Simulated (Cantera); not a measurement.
Carbon deposition, reforming and gasification: n-butane + NH3

A closed system holds: 1 mol n-butane, 0.05 mol NH3, at 0.100 bar.

These are equilibrium values from Cantera (NASA tables, ideal gas, pure condensed phases), not measurements of a reactor. Candidate condensed phases: C, C6H6, C7H8, C8H18; 92 gas species. Rates play no part.

From 925 °C to 1525 °C the condensed part is C(graphite). The main C-bearing gas is CH4 at 925 °C and HCN at 1525 °C.

```
T (°C)  log p H2  log p N2  log p CH4  log p H  log p HCN  log p C2H2 (acetylene)  log p HNC  n C(graphite)
------  --------  --------  ---------  -------  ---------  ----------------------  ---------  -------------
925        -1.00     -3.31      -3.80    -7.22      -6.29                   -8.01      -8.60           3.99
1025       -1.00     -3.31      -4.10    -6.47      -5.85                   -7.26      -7.95           4.00
1125       -1.00     -3.31      -4.36    -5.83      -5.47                   -6.61      -7.39           4.00
1225       -1.00     -3.31      -4.59    -5.27      -5.14                   -6.06      -6.92           4.00
1325       -1.00     -3.32      -4.79    -4.78      -4.85                   -5.57      -6.50           4.00
1425       -1.00     -3.32      -4.96    -4.34      -4.60                   -5.14      -6.13           4.00
1525       -1.00     -3.33      -5.12    -3.95      -4.38                   -4.77      -5.80           4.00
```
log p: log10 of the partial pressure in bar; n: condensed amount in mol.
